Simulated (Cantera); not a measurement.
A closed system holds: 1 mol CH₃F, 0.066 mol H₂, at 1.00 bar.

Method: chemical equilibrium by Gibbs-energy minimisation in Cantera with the NASA 1993 tables (ideal gas, pure condensed phases). Candidate condensed phases: C, C₆H₆, C₇H₈, C₈H₁₈; 95 gas species. Equilibrium is a limit: real reactors are often held back by kinetics, nucleation or transport.

x: gas mole fraction; n: condensed amount in mol.

```json
[
 {"T (°C)": "2300", "x H₂": "0.490", "x HF": "0.478", "x H": "0.0241", "x C₂H₂ (acetylene)": "0.00715", "x C₂H": "2.93e-5", "x C₃": "1.50e-6", "n C(graphite)": "0.969"},
 {"T (°C)": "2375", "x H₂": "0.482", "x HF": "0.476", "x H": "___", "x C₂H₂ (acetylene)": "___", "x C₂H": "___", "x C₃": "___", "n C(graphite)": "0.959"},
 {"T (°C)": "2450", "x H₂": "0.471", "x HF": "0.474", "x H": "0.0425", "x C₂H₂ (acetylene)": "0.0121", "x C₂H": "0.000120", "x C₃": "1.19e-5", "n C(graphite)": "0.947"},
 {"T (°C)": "2525", "x H₂": "0.459", "x HF": "0.470", "x H": "___", "x C₂H₂ (acetylene)": "___", "x C₂H": "___", "x C₃": "___", "n C(graphite)": "0.932"},
 {"T (°C)": "2600", "x H₂": "0.443", "x HF": "0.466", "x H": "0.0700", "x C₂H₂ (acetylene)": "0.0188", "x C₂H": "0.000421", "x C₃": "7.57e-5", "n C(graphite)": "0.914"},
 {"T (°C)": "2675", "x H₂": "0.426", "x HF": "0.462", "x H": "0.0876", "x C₂H₂ (acetylene)": "0.0227", "x C₂H": "0.000744", "x C₃": "0.000177", "n C(graphite)": "0.892"},
 {"T (°C)": "2750", "x H₂": "0.405", "x HF": "0.456", "x H": "0.108", "x C₂H₂ (acetylene)": "0.0269", "x C₂H": "0.00127", "x C₃": "0.000398", "n C(graphite)": "0.866"},
 {"T (°C)": "2825", "x H₂": "0.382", "x HF": "0.450", "x H": "0.131", "x C₂H₂ (acetylene)": "0.0313", "x C₂H": "0.00211", "x C₃": "0.000857", "n C(graphite)": "0.834"},
 {"T (°C)": "2900", "x H₂": "0.357", "x HF": "0.442", "x H": "0.156", "x C₂H₂ (acetylene)": "0.0357", "x C₂H": "0.00338", "x C₃": "0.00178", "n C(graphite)": "0.794"}
]
```

### Question
Complete the blanks.

### Answer

- 2375, x H: 0.0323
- 2375, x C₂H₂ (acetylene): 0.00939
- 2375, x C₂H: 6.07e-5
- 2375, x C₃: 4.35e-6
- 2525, x H: 0.0550
- 2525, x C₂H₂ (acetylene): 0.0152
- 2525, x C₂H: 0.000229
- 2525, x C₃: 3.08e-5
